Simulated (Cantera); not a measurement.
**Thermodynamics of silicon oxide and oxynitride deposition, feed SiH2Cl2 + O3**

Charge: 1 mol SiH2Cl2, 1 mol O3, equilibrated at 19.0 Pa.

Cantera equilibrium calculation (NASA polynomials, part measured and part estimated; ideal gas, pure solids and liquids). Candidate condensed phases: H2O, Si, SiO2; 30 gas species. The tables hold silica as quartz up to 1696 K and as liquid above; real silica turns to tridymite and cristobalite and melts near 1996 K. Kinetics and transport are ignored.

| T (K) | log p HCl | log p Cl2 | log p H2O | log p O2 | log p Cl | log p OH | log p ClO | log p HOCl | n SiO2(α-quartz) | n SiO2(β-quartz) |
|---|---|---|---|---|---|---|---|---|---|---|
| 600 | -4.04 | -4.42 | -4.42 | -4.64 | -9.92 | -15.28 | -12.68 | -10.73 | 1.00 | 0 |
| 700 | -3.94 | -4.65 | -4.65 | -4.54 | -8.50 | -13.36 | -11.48 | -10.36 | 1.00 | 0 |
| 800 | -3.89 | -4.86 | -4.86 | -4.49 | -7.46 | -11.94 | -10.62 | -10.13 | 1.00 | 0 |
| 900 | -3.86 | -5.05 | -5.04 | -4.46 | -6.65 | -10.85 | -9.96 | -9.97 | 0 | 1.00 |
| 1000 | -3.85 | -5.22 | -5.18 | -4.45 | -6.02 | -9.97 | -9.45 | -9.86 | 0 | 1.00 |
| 1100 | -3.85 | -5.41 | -5.27 | -4.45 | -5.52 | -9.24 | -9.06 | -9.78 | 0 | 1.00 |
| 1200 | -3.85 | -5.67 | -5.25 | -4.46 | -5.16 | -8.59 | -8.79 | -9.72 | 0 | 1.00 |
log p: log10 of the partial pressure in bar; n: condensed amount in mol.

From 600 K to 800 K the condensed part is SiO2(α-quartz). From 900 K to 1200 K the condensed part is SiO2(β-quartz).
